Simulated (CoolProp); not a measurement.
A closed Brayton cycle with carbon dioxide: compressor inlet 324.15 K and 9.7 MPa, high pressure 21.9 MPa, turbine inlet 815 K, compressor efficiency 0.8, turbine efficiency 0.85, recuperator effectiveness 0.95 (on enthalpy, no pinch check). Each further row changes one setting.

Values from CoolProp's reference Helmholtz-energy equation of state, Span 1996.

| case | thermal efficiency (%) | net work (kJ/kg) | compressor to turbine work | compressor exit (K) | turbine exit (K) |
|---|---|---|---|---|---|
| as stated | 31.9 | 65.5 | 0.35 | 381.1 | 722.3 |
| turbine inlet 765 K | [?] | [?] | 0.38 | 381.1 | 675.5 |
| compressor inlet 334.15 K | 30.5 | 57.7 | [?] | [?] | 722.3 |
| high pressure 18.6 MPa | 30.5 | [?] | [?] | [?] | 740.5 |
| recuperator effectiveness 0.5 | 16.9 | 65.5 | 0.35 | 381.1 | 722.3 |

Task: What belongs in the gaps?

Result: 
- turbine inlet 765 K, thermal efficiency (%): 29.9
- turbine inlet 765 K, net work (kJ/kg): 58.4
- compressor inlet 334.15 K, compressor to turbine work: 0.43
- compressor inlet 334.15 K, compressor exit (K): 401.8
- high pressure 18.6 MPa, net work (kJ/kg): 54.7
- high pressure 18.6 MPa, compressor to turbine work: 0.33
- high pressure 18.6 MPa, compressor exit (K): 369.4
